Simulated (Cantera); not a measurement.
Charge: 1 mol CuO, 2 mol H₂, at 4.70 mbar.

Cantera equilibrium calculation (NASA polynomials, part measured and part estimated; ideal gas, pure solids and liquids). Candidate condensed phases: Cu, CuO, Cu(OH)₂, Cu₂O, H₂O; 12 gas species. Rates play no part.

x: gas mole fraction; n: condensed amount in mol.

```csv
T (K),x H₂,x H₂O,x Cu,x H,x OH,x Cu₂,n Cu(s),n Cu(l)
800,0.500,0.500,<1e-12,2.99e-11,<1e-12,<1e-12,1.00,0
950,0.500,0.500,___,___,___,<1e-12,1.00,0
1100,0.500,0.500,1.27e-7,2.67e-7,1.19e-9,1.01e-12,1.00,0
1250,0.500,0.500,9.86e-6,4.99e-6,5.14e-8,4.87e-10,1.000,0
1400,0.500,0.500,0.000287,5.02e-5,9.97e-7,5.60e-8,0,0.999
1550,0.498,0.498,___,___,___,___,0,0.992
1700,0.482,0.483,0.0338,0.00149,7.72e-5,4.09e-5,0,0.930
```

**Question.** What belongs in the gaps?

**Answer.** 
- 950, x Cu: 4.02e-10
- 950, x H: 5.74e-9
- 950, x OH: 8.45e-12
- 1550, x Cu: 0.00395
- 1550, x H: 0.000324
- 1550, x OH: 1.09e-5
- 1550, x Cu₂: 2.11e-6
